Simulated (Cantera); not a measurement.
A Cantera script and what it prints.

```python
import numpy as np
import cantera as ct

gas_names = """
    H HO2 H2 H2O H2O2 O OH O2 O3 V VO VO2
""".split()
cond_names = """
    H2O(s) H2O(L) V(cr) V(L) VO(s) VO(L) V2O3(s) V2O3(L) V2O4(I) V2O4(II) V2O4(L) V2O5(s) V2O5(L)
""".split()


# ... load() reads the species with a 1 bar reference pressure and builds the phases ...
atoms = {
    'V2O3': {'V': 2, 'O': 3},
    'H2': {'H': 2},
    'H2O': {'H': 2, 'O': 1},
}
top_T = {}  # K; cautious upper limits of use, not melting points


# ... equilibrate(T, P, feed) seeds the gas with the atoms and calls Mixture.equilibrate('TP', solver="vcs", rtol=1e-11, max_steps=5000) ...
results = []
feed = {'V2O3': 1, 'H2': 360, 'H2O': 0.049}  # mol
P = 32  # Pa
for T in [1600, 1675, 1750, 1825, 1900, 1975, 2050]:
    mix = equilibrate(T, P, feed)
    results.append((T, P, feed, dict(zip(mix.species_names, mix.species_moles))))
    x = sorted(zip(gas.X, gas.species_names), reverse=True)
    print(f"T = {T:g} K  P = {P:g} Pa  gas = {mix.phase_moles(0):.4g} mol")
    print("   x: " + "  ".join(f"{s} {v:.3e}" for v, s in x if v > 1e-06))
    print("   condensed (mol): " + ("  ".join(f"{mix.phase(i).name} {mix.phase_moles(i):.4g}"
          for i in range(1, mix.n_phases) if mix.phase_moles(i) > 1e-12) or "none"))
```

Output:

```
T = 1600 K  P = 32 Pa  gas = 360.6 mol
   x: H2 9.941e-01  H 3.030e-03  H2O 2.901e-03  VO2 8.006e-06  VO 2.367e-06
   condensed (mol): VO(s) 1.996
T = 1675 K  P = 32 Pa  gas = 361.2 mol
   x: H2 9.906e-01  H 6.460e-03  H2O 2.871e-03  VO2 3.265e-05  VO 1.396e-05
   condensed (mol): VO(s) 1.983
T = 1750 K  P = 32 Pa  gas = 362.5 mol
   x: H2 9.841e-01  H 1.290e-02  H2O 2.780e-03  VO2 1.150e-04  VO 7.018e-05  V 2.821e-06  OH 2.136e-06
   condensed (mol): VO(s) 1.932
T = 1825 K  P = 32 Pa  gas = 364.7 mol
   x: H2 9.725e-01  H 2.428e-02  H2O 2.547e-03  VO2 3.444e-04  VO 3.067e-04  V 2.009e-05  OH 4.445e-06
   condensed (mol): VO(s) 1.755
T = 1900 K  P = 32 Pa  gas = 368.8 mol
   x: H2 9.524e-01  H 4.329e-02  H2O 2.115e-03  VO 1.184e-03  VO2 8.545e-04  V 1.340e-04  OH 7.899e-06
   condensed (mol): VO(s) 1.199
T = 1975 K  P = 32 Pa  gas = 375.8 mol
   x: H2 9.195e-01  H 7.335e-02  VO 3.178e-03  H2O 1.797e-03  VO2 1.561e-03  V 5.816e-04  OH 1.366e-05
   condensed (mol): none
T = 2050 K  P = 32 Pa  gas = 384.9 mol
   x: H2 8.742e-01  H 1.186e-01  VO 3.115e-03  H2O 1.978e-03  VO2 1.398e-03  V 6.832e-04  OH 2.932e-05  O 2.871e-06
   condensed (mol): none
```

Equilibrium computed with Cantera from the NASA thermochemical tables; the gas is ideal and each condensed phase is pure. VO: taken at fixed stoichiometry.
